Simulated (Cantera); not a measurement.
Charge: 1 mol NH3, 0.13 mol H2O, 0.077 mol O2, held at 10.0 mbar.

Method: chemical equilibrium by Gibbs-energy minimisation in Cantera with the NASA 1993 tables (ideal gas, pure condensed phases). Candidate condensed phases: H2O; 24 gas species. Kinetics and transport are ignored.

x: gas mole fraction; nothing condenses.

| T (°C) | x H2 | x H | x N2 | x H2O | x OH | x O |
|---|---|---|---|---|---|---|
| 375 | 0.632 | <1e-12 | 0.235 | 0.133 | <1e-12 | <1e-12 |
| 575 | 0.632 | 1.51e-10 | 0.235 | 0.133 | <1e-12 | <1e-12 |
| 775 | 0.632 | 6.14e-8 | 0.235 | 0.133 | 4.08e-11 | <1e-12 |
| 975 | 0.632 | 3.71e-6 | 0.235 | 0.133 | 8.00e-9 | <1e-12 |
| 1175 | 0.632 | 7.33e-5 | 0.235 | 0.133 | 3.68e-7 | (withheld) |
| 1375 | 0.631 | 0.000708 | 0.235 | 0.133 | 6.71e-6 | (withheld) |
| 1575 | 0.629 | 0.00420 | 0.234 | 0.133 | 6.54e-5 | (withheld) |
| 1775 | 0.618 | 0.0176 | 0.233 | 0.132 | 0.000409 | (withheld) |
| 1975 | 0.586 | 0.0563 | 0.228 | 0.127 | 0.00183 | (withheld) |
| 2175 | 0.517 | 0.143 | 0.217 | 0.115 | 0.00623 | (withheld) |
| 2375 | 0.399 | 0.294 | 0.196 | 0.0866 | 0.0155 | (withheld) |

Q: Complete the blanks.

A: 
- 1175, x O: 3.79e-11
- 1375, x O: 6.14e-9
- 1575, x O: 3.34e-7
- 1775, x O: 8.41e-6
- 1975, x O: 0.000121
- 2175, x O: 0.00114
- 2375, x O: 0.00733
